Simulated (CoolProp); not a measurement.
Vapour-liquid equilibrium of carbon dioxide (1) + cyclopentane (2) at -7.55 °C; x and y are mole fractions of (1).

Model: multi-fluid Helmholtz-energy mixture model, Span 1996 and Gedanitz 2015; pair parameters Bell 2016, in CoolProp.

**Question.** Give the bubble pressure and the first vapour's composition at x = 0.65, 0.875, 0.95. Is there an azeotrope?

**Answer.** x = 0.65: 20.79 bar, y = 0.994; x = 0.875: 24.49 bar, y = 0.997; x = 0.95: 26.58 bar, y = 0.998. No azeotrope shows between x = 0.05 and 0.95.

The pair parameters rest on a limited set of measurements; away from them the model extrapolates. The gap from Raoult's law changes sign with composition, which may be real or a fault of the pair parameters; it wasn't checked against measurements. With so large a gap from Raoult's law the liquid may split in two, which this calculation doesn't test in full.
